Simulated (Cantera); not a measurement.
A closed system holds: 1 mol SiC, 0.019 mol C, 1.1 mol N2, held at 2623 K.

Points: P (Pa) = 1, 10, 100, 1000, 10000, 100000, 1e+06.

Cantera's Mixture.equilibrate('TP', solver="vcs", rtol=1e-11, max_steps=5000) on the NASA tables stopped like this:

```
ERROR: FAILURE its = 5001!

*******************************************************************************
CanteraError thrown by MultiPhase::equilibrate:
VCS solver failed. Return code: -1
*******************************************************************************
```

**Question.** What got this run through?

**Answer.** This is not unique; one that fits is The failure is numerical, not chemical. The same input converged with solver="gibbs", rtol=1e-10, max_steps=50000, and the result passed a check of the equilibrium conditions:
```
log10 of partial pressures in bar; condensed amounts in mol
      P/Pa        N2        Si      SiC2        C3         C      Si2C        CN        C2       Si2     C(gr)    SiC(b)
         1    -5.368    -5.447    -6.317    -6.157    -6.294    -9.380    -6.463    -6.968   -10.451         0         0
        10    -4.312    -4.481    -4.921    -5.513    -6.079    -7.232    -5.720    -6.538    -8.518    0.2069         0
       100    -3.284    -3.470    -3.910    -5.513    -6.079    -5.210    -5.206    -6.538    -6.495    0.4525         0
      1000    -2.262    -2.533    -2.973    -5.513    -6.079    -3.337    -4.695    -6.538    -4.622    0.4938         0
     1e+04    -1.026    -2.444    -2.884    -5.513    -6.079    -3.158    -4.077    -6.538    -4.444   0.05496     0.924
     1e+05    -0.003    -2.444    -2.884    -5.513    -6.079    -3.158    -3.566    -6.538    -4.444   0.02224    0.9924
     1e+06     1.000    -2.444    -2.884    -5.513    -6.079    -3.158    -3.064    -6.538    -4.444   0.01905    0.9991
```

The gas is ideal and each condensed phase is pure. The tables' values for SiN are old estimates; treat these amounts as uncertain.
